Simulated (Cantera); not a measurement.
What does this Cantera script print?

```python
import numpy as np
import cantera as ct

gas_names = """
    H HO2 H2 H2O H2O2 Nb NbO NbO2 O OH O2 O3
""".split()
cond_names = """
    H2O(s) H2O(L) Nb(cr) Nb(L) NbO(s) NbO(L) NbO2(I) NbO2(II) NbO2(III) NbO2(L) Nb2O5(s) Nb2O5(L)
""".split()


def load(file, names, dense=False):
    # The tables refer to 1 bar. Condensed volumes are neglected.
    table = {s.name: s for s in ct.Species.list_from_file(file)}
    out = []
    for n in names:
        d = dict(table[n].input_data)
        d["thermo"] = dict(d["thermo"], **{"reference-pressure": 1e5})
        if dense:
            d["equation-of-state"] = {"model": "constant-volume", "density": "1e6 g/cm^3"}
        out.append(ct.Species.from_dict(d))
    return out


gas = ct.Solution(thermo="ideal-gas", species=load("nasa_gas.yaml", gas_names))
cond = {s.name: ct.Solution(thermo="fixed-stoichiometry", species=[s], name=s.name)
        for s in load("nasa_condensed.yaml", cond_names, dense=True)}
atoms = {
    'Nb2O5': {'Nb': 2, 'O': 5},
    'H2': {'H': 2},
    'H2O': {'H': 2, 'O': 1},
}
top_T = {}  # K; cautious upper limits of use, not melting points


def equilibrate(T, P, feed):
    n = {}
    for name, mol in feed.items():
        for a, k in atoms[name].items():
            n[a] = n.get(a, 0.0) + k * mol
    gas.TPX = T, P, n
    mass = sum(n.values()) * gas.mean_molecular_weight
    gas.equilibrate("TP")
    valid = [c for c in cond.values() if c.min_temp <= T <= top_T.get(c.name, c.max_temp)]
    mix = ct.Mixture([(gas, mass / gas.mean_molecular_weight)] + [(c, 0.0) for c in valid])
    mix.T, mix.P = T, P
    mix.equilibrate("TP", solver="vcs", rtol=1e-11, max_steps=5000)
    return mix


results = []
feed = {'Nb2O5': 1, 'H2': 10, 'H2O': 4}  # mol
P = 110000  # Pa
for T in [923, 1123, 1323, 1523, 1723, 1923, 2123]:
    mix = equilibrate(T, P, feed)
    results.append((T, P, feed, dict(zip(mix.species_names, mix.species_moles))))
    x = sorted(zip(gas.X, gas.species_names), reverse=True)
    print(f"T = {T:g} K  P = {P:g} Pa  gas = {mix.phase_moles(0):.4g} mol")
    print("   x: " + "  ".join(f"{s} {v:.3e}" for v, s in x if v > 0.001))
    print("   condensed (mol): " + ("  ".join(f"{mix.phase(i).name} {mix.phase_moles(i):.4g}"
          for i in range(1, mix.n_phases) if mix.phase_moles(i) > 1e-12) or "none"))
```

It prints:

```
T = 923 K  P = 110000 Pa  gas = 14 mol
   x: H2 7.143e-01  H2O 2.857e-01
   condensed (mol): Nb2O5(s) 1
T = 1123 K  P = 110000 Pa  gas = 14 mol
   x: H2 7.143e-01  H2O 2.857e-01
   condensed (mol): Nb2O5(s) 1
T = 1323 K  P = 110000 Pa  gas = 14 mol
   x: H2 7.143e-01  H2O 2.857e-01
   condensed (mol): Nb2O5(s) 1
T = 1523 K  P = 110000 Pa  gas = 14 mol
   x: H2 7.143e-01  H2O 2.857e-01
   condensed (mol): Nb2O5(s) 1
T = 1723 K  P = 110000 Pa  gas = 14 mol
   x: H2 7.142e-01  H2O 2.857e-01
   condensed (mol): Nb2O5(s) 1
T = 1923 K  P = 110000 Pa  gas = 14.01 mol
   x: H2 7.136e-01  H2O 2.856e-01
   condensed (mol): Nb2O5(L) 1
T = 2123 K  P = 110000 Pa  gas = 14.02 mol
   x: H2 7.118e-01  H2O 2.851e-01  H 2.886e-03
   condensed (mol): Nb2O5(L) 0.9999
```

Cantera equilibrium calculation (NASA polynomials, part measured and part estimated; ideal gas, pure solids and liquids). Condensed phases not in the tables: the oxides between NbO2 and Nb2O5.
